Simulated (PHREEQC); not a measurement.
Metal-bearing waste water: an equilibrium model

Make-up at 15 °C: 0.0075 mol/kgw NiSO4, 0.0001 mol/kgw CaCl2 and 0.034 mol/kgw H2SO4. Closed to the air; pH follows from the charge balance.

Model: ion-association model, wateq4f.dat, run in PHREEQC.

Each row changes one thing in this solution. No solid was allowed to form.

```tsv
case	pH	ionic strength (mol/kgw)	HSO4- (mol/kgw)	SO4-2 (mol/kgw)	Ni+2 (mol/kgw)	NiSO4 (mol/kgw)	SI of Morenosite (NiSO4:7H2O)
as made	1.43	0.0755	0.0236	0.0155	0.00513	0.00236	-2.44
diluted 10-fold with water	2.27	0.0107	0.000947	0.00306	0.000606	0.000144	-3.66
NiSO4 from 0.0075 to 0.00675 mol/kgw	1.43	0.0739	0.0234	0.0152	0.00463	0.00212	-2.49
CaCl2 left out	1.43	0.0753	0.0236	0.0155	0.00513	0.00237	-2.44
CaCl2 replaced by PbCl2 at the same molality	1.43	0.0754	0.0236	0.0155	0.00513	0.00236	-2.44
0.014 mol/kgw NaOH added	1.55	0.0802	0.0204	0.0180	0.00494	0.00255	-2.41
```

Some of these states are supersaturated (in Anglesite, for instance).
